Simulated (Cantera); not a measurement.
A closed system holds: 1 mol SiC, a varied amount of N₂O, 510 mol N₂, at 1927 °C and 0.170 bar.

Cantera equilibrium calculation (NASA polynomials, part measured and part estimated; ideal gas, pure solids and liquids). Candidate condensed phases: C, Si, SiC, SiO₂, Si₂N₂O, Si₃N₄; 34 gas species. The tables' values for SiN are old estimates; treat these amounts as uncertain. The numbers say what is thermodynamically allowed, not how fast it happens.

log p: log10 of the partial pressure in bar; n: condensed amount in mol.

| n(N₂O) (mol) | log p N₂ | log p CO | log p Si | log p SiO | log p SiN | n C(graphite) | n SiC(s) |
|---|---|---|---|---|---|---|---|
| 0.094 | -0.77 | -4.51 | -4.40 | -6.36 | -5.56 | 0.0159 | 0.844 |
| 0.11 | -0.77 | ___ | -4.40 | ___ | -5.56 | ___ | 0.844 |
| 0.14 | -0.77 | -4.34 | -4.34 | -6.06 | -5.50 | 0 | 0.821 |
| 0.17 | -0.77 | -4.26 | -4.28 | -5.86 | -5.44 | 0 | 0.796 |
| 0.21 | -0.77 | -4.17 | -4.21 | -5.64 | -5.37 | 0 | 0.762 |
| 0.26 | -0.77 | -4.08 | -4.15 | -5.42 | -5.30 | 0 | 0.719 |
| 0.31 | -0.77 | -4.01 | -4.09 | -5.23 | -5.25 | 0 | 0.676 |
| 0.38 | -0.77 | ___ | ___ | ___ | -5.18 | 0 | ___ |
| 0.47 | -0.77 | -3.85 | -3.96 | -4.82 | -5.12 | 0 | 0.544 |
| 0.57 | -0.77 | -3.78 | -3.91 | -4.64 | -5.07 | 0 | 0.466 |
| 0.7 | -0.77 | -3.70 | -3.86 | -4.46 | -5.02 | 0 | 0.369 |
| 0.85 | -0.77 | -3.63 | -3.81 | -4.31 | -4.97 | 0 | 0.263 |

Task: Some entries are withheld; supply them.

Result: 
- 0.38, log p CO: -3.93
- 0.38, log p Si: -4.03
- 0.38, log p SiO: -5.03
- 0.38, n SiC(s): 0.617
- 0.11, log p CO: -4.44
- 0.11, log p SiO: -6.29
- 0.11, n C(graphite): 0.000308
